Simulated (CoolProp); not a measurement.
Vapour-liquid equilibrium of hydrogen sulfide (1) + propane (2) at 28.15 °C; x and y are mole fractions of (1).

Model: multi-fluid Helmholtz-energy mixture model, Lemmon 2006 and Lemmon 2009; pair parameters Kunz 2012, in CoolProp.

| x | bubble pressure (MPa) | y at the bubble point | dew pressure at overall composition x (MPa) | liquid density (mol/L) |
|---|---|---|---|---|
| 0.05 | 1.191 | 0.148 | 1.080 | 11.23 |
| 0.15 | 1.463 | 0.339 | 1.193 | 11.66 |
| 0.25 | 1.681 | 0.460 | 1.325 | 12.22 |
| 0.35 | 1.855 | 0.548 | 1.480 | 12.92 |
| 0.45 | 1.992 | 0.617 | 1.661 | 13.79 |
| 0.55 | 2.098 | 0.676 | 1.859 | 14.86 |
| 0.65 | 2.176 | 0.731 | 2.054 | 16.15 |
| 0.75 | 2.228 | 0.787 | 2.198 | 17.68 |
| 0.85 | 2.248 | 0.851 | 2.248 | 19.45 |
| 0.95 | 2.222 | 0.938 | 2.214 | 21.45 |

y crosses x between x = 0.85 and 0.95: the model has an azeotrope there.

Pair parameters are fitted to limited data, so mixtures are less certain than the pure fluids.
